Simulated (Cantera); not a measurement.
An adiabatic, constant-volume homogeneous reactor starts with CH₄ : H₂ : O₂ : N₂ = 1 : 0.46 : 3.54 : 12 (molar parts), at 975 K and 1130 Torr.

Model: GRI-Mech 3.0 (53 species, 325 reactions), integrated in Cantera. Below about 1000 K GRI-Mech 3.0 lacks low-temperature oxidation paths.

x: mole fraction; the columns are a selection and need not sum to one.

```tsv
t (s)	T (K)	P (bar)	x CH₄	x H₂	x O₂	x HCO	x CH₂O	x NO	x CO₂
3.00e-6	975	1.50	0.0588	0.0271	0.208	<1e-12	<1e-12	<1e-12	<1e-12
7.27e-6	975	1.50	0.0588	0.0271	0.208	<1e-12	<1e-12	<1e-12	<1e-12
1.76e-5	975	1.50	0.0588	0.0271	0.208	<1e-12	<1e-12	<1e-12	<1e-12
4.28e-5	975	1.50	0.0588	0.0271	0.208	<1e-12	1.61e-12	<1e-12	<1e-12
0.000104	975	1.50	0.0588	0.0271	0.208	<1e-12	9.72e-12	<1e-12	<1e-12
0.000251	975	1.50	0.0588	0.0271	0.208	<1e-12	5.70e-11	<1e-12	<1e-12
0.000609	975	1.50	0.0588	0.0271	0.208	<1e-12	3.27e-10	<1e-12	<1e-12
0.00148	975	1.50	0.0588	0.0271	0.208	<1e-12	1.85e-9	<1e-12	<1e-12
0.00358	975	1.50	0.0588	0.0271	0.208	<1e-12	1.21e-8	<1e-12	<1e-12
0.00868	975	1.50	0.0588	0.0271	0.208	<1e-12	2.80e-7	<1e-12	9.35e-12
0.0211	1031	1.59	0.0548	0.0261	0.203	…	…	<1e-12	…
0.0510	2564	3.92	<1e-12	0.00212	0.0702	2.08e-9	1.76e-11	0.0141	0.0538
0.124	2564	3.92	<1e-12	0.00212	0.0702	2.08e-9	1.76e-11	0.0141	0.0538
0.300	2564	3.92	<1e-12	0.00212	0.0702	2.08e-9	1.76e-11	0.0141	0.0538
```

What belongs in the gaps?


- 0.0211, x HCO: 1.71e-8
- 0.0211, x CH₂O: 0.00159
- 0.0211, x CO₂: 1.29e-5
